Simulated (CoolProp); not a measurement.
Vapour-liquid equilibrium of benzene (1) + dimethyl carbonate (2) at 0.0311 MPa; x and y are mole fractions of (1).

Model: multi-fluid Helmholtz-energy mixture model, Thol 2012 and Zhou 2011; pair parameters Bell 2016, in CoolProp.

| x | bubble temperature, mixture model (K) | bubble temperature, Raoult's law (K) | y, mixture model | y, Raoult's law |
|---|---|---|---|---|
| 0.05 | 328.8 | 329.6 | ___ | 0.074 |
| 0.2 | ___ | 327.7 | 0.325 | 0.276 |
| 0.35 | 323.4 | 326.0 | 0.484 | 0.453 |
| 0.5 | ___ | 324.3 | ___ | 0.608 |
| 0.65 | ___ | 322.7 | 0.722 | 0.743 |
| 0.8 | 319.8 | 321.1 | 0.832 | 0.863 |
| 0.95 | 319.3 | 319.7 | 0.954 | 0.968 |

Fill in the missing entries.


- 0.05, y, mixture model: 0.100
- 0.2, bubble temperature, mixture model (K): 325.6
- 0.5, bubble temperature, mixture model (K): 321.8
- 0.5, y, mixture model: 0.610
- 0.65, bubble temperature, mixture model (K): 320.6

The largest gap from Raoult's law is -2.6 K in bubble temperature, at x = 0.35. No azeotrope shows between x = 0.05 and 0.95.

Pair parameters are fitted to limited data, so mixtures are less certain than the pure fluids.
